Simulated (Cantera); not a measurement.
Feed: 1 mol Si3N4, 0.13 mol N2O, 500 mol H2, held at 0.640 Pa.

Cantera equilibrium calculation (NASA polynomials, part measured and part estimated; ideal gas, pure solids and liquids). Candidate condensed phases: H2O, Si, SiO2, Si2N2O, Si3N4; 35 gas species. Kinetics and transport are ignored. All values below are at 1900 K.

Base state: H2 0.724, H 0.267, Si 0.00491, N2 0.00365, SiO 0.000223 (mole fractions); condensed: gas only.

What changes in the equilibrium state with this change: pressure from 0.640 Pa to 1.50 Pa?


| species | before | after |
|---|---|---|
| H2 | 0.724 | 0.807 |
| H | 0.267 | 0.184 |
| Si | 0.00491 | 0.00514 |
| SiH | 9.18e-6 | 1.55e-5 |
| SiO | 0.000223 | 0.000234 |
| N2 | 0.00365 | 0.00383 |
